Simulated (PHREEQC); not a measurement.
# Buffer

Solution (85 °C): 170 mmol/kgw H3PO4, 0.075 mmol/kgw NaF and 2.4 mmol/kgw NaCl. Closed to the air; pH follows from the charge balance.

Equilibrium calculation in PHREEQC: ion-association model, wateq4f.dat.

Each row changes one thing in this solution. No solid was allowed to form.

| case | pH | ionic strength (mol/kgw) | H3PO4 (mol/kgw) | H2PO4- (mol/kgw) | F- (mol/kgw) | HPO4-2 (mol/kgw) |
|---|---|---|---|---|---|---|
| as made | 1.63 | 0.0297 | 0.143 | 0.0273 | 7.81e-7 | 1.64e-7 |
| H3PO4 from 0.17 to 0.153 mol/kgw | 1.66 | 0.0281 | 0.127 | 0.0257 | 8.23e-7 | 1.61e-7 |
| diluted 2-fold with water | 1.80 | 0.0194 | 0.0668 | 0.0182 | 5.52e-7 | 1.47e-7 |
| NaF from 7.5e-05 to 0.000112 mol/kgw | 1.63 | 0.0297 | 0.143 | 0.0273 | 1.17e-6 | 1.64e-7 |
| NaCl replaced by Na3PO4 at the same molality | 1.69 | 0.0311 | 0.141 | 0.0311 | 8.97e-7 | 2.15e-7 |

H3PO4, which wateq4f.dat lacks, is added to it with the constant of phreeqc.dat. Constants without temperature data keep their 25 °C values here.
